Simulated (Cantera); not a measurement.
## NO annealing gas

An isothermal, constant-pressure homogeneous reactor starts with NO : N2 = 1 : 0.12 (molar parts), at 2150 K and 68.3 Torr.

Cantera simulation using GRI-Mech 3.0 (53 species, 325 reactions); the numbers are that mechanism's predictions, not measurements.

```csv
t (s),x NO,x N2,x NO2,x N2O,x O,x O2
2.00e-6,0.893,0.107,2.28e-10,4.64e-7,4.64e-7,1.12e-10
1.10e-5,0.893,0.107,6.83e-9,2.54e-6,2.55e-6,3.40e-9
6.02e-5,0.893,0.107,1.92e-7,1.37e-5,1.40e-5,1.03e-7
0.000330,0.893,0.107,4.23e-6,6.98e-5,7.89e-5,3.20e-6
0.00181,0.892,0.107,4.25e-5,0.000255,0.000475,0.000130
0.00994,0.884,0.111,9.11e-5,0.000327,0.00112,0.00330
0.0545,0.840,0.133,0.000133,0.000277,0.00148,0.0251
0.299,0.584,0.261,0.000203,0.000111,0.00271,0.152
1.64,0.0705,0.517,4.04e-5,1.48e-6,0.00417,0.408
9.00,0.0137,0.546,8.10e-6,1.90e-7,0.00430,0.436
```
x: mole fraction; the columns are a selection and need not sum to one.

Equilibrium at this temperature and pressure: NO 0.0135, N2 0.546, NO2 8.03e-6, N2O 1.89e-7, O 0.00430, O2 0.437 (gas phase only).
